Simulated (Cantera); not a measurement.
Standard-state values (1 bar) from the NASA 1993 polynomials, evaluated with Cantera. Values are per mole of reaction as written; species without (g) are pure solids or liquids, kept so even where they would boil at 1 bar.

Problem. Between 300 and 2923 K, where is each reaction favourable under standard conditions?
- 2 BaF2 + O2(g) = 2 BaO + 4 F(g)

Solution. 
- 2 BaF2 + O2(g) = 2 BaO + 4 F(g): ΔG° is 1524 kJ at 300 K and 594 kJ at 2923 K; it stays positive (K < 1). ΔH° is 1629 kJ and ΔS° 354 J/K at 2923 K.
